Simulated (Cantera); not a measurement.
Input: 1 mol SiH2Cl2, 0.22 mol NH3, 0.18 mol H2, equilibrated at 1477 °C and 40.0 Pa.

Equilibrium computed with Cantera from the NASA thermochemical tables; the gas is ideal and each condensed phase is pure. Candidate condensed phases: NH4Cl, Si, Si3N4; 28 gas species. The tables' values for SiCl, SiCl3 are old estimates; treat these amounts as uncertain. Rates play no part.

Base state: H2 0.468, SiCl2 0.275, HCl 0.197, N2 0.0416, H 0.00796, Si 0.00375, Cl 0.00258, SiCl 0.00254 (mole fractions); condensed: Si(l).

**Question.** What changes in the equilibrium state with this change: NH3 from 0.22 to 3.7 mol?

**Answer.** 
| species | before | after |
|---|---|---|
| H2 | 0.468 | 0.641 |
| N2 | 0.0416 | 0.191 |
| HCl | 0.197 | 0.100 |
| SiCl2 | 0.275 | 0.0520 |
| SiCl3 | 0.00100 | 8.25e-5 |
| Cl | 0.00258 | 0.00112 |
| SiCl | 0.00254 | 0.00110 |
| SiN | 7.89e-6 | 1.69e-5 |
| Si2N | 1.34e-5 | 2.88e-5 |
| Si(l), mol | 0.252 | 0.447 |
The tables' values for SiCl, SiCl3, SiN are old estimates; treat these amounts as uncertain. Gases not in the tables: Si2H6 and higher silanes.
